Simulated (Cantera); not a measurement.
## Equilibrium for hydrogen reduction and annealing atmospheres: ZrO2 + H2 + N2

Input: 1 mol ZrO2, 550 mol H2, 19 mol N2, held at 1723.15 K and 10000 Pa.

These are equilibrium values from Cantera (NASA tables, ideal gas, pure condensed phases), not measurements of a reactor. Candidate condensed phases: H2O, Zr, ZrN, ZrO2; 28 gas species. Mutual solubility and eutectic melting of coexisting phases are not modelled. ZrN: taken at fixed stoichiometry. Condensed phases not in the tables: solid solutions among these carbides, nitrides and lower oxides. Rates play no part.

The x(H2) is 0.966 and the x(N2) is 0.0334. The x(H) is 0.000568 and the x(H2O) comes out as 2.04e-5. The n(ZrN(s)) is 0.00581 mol, the n(ZrO2(tetragonal)) comes out as 0.994 mol and the gas amount is 569.2 mol. The log10 activity of Zr(β) (absent) is -5.02.
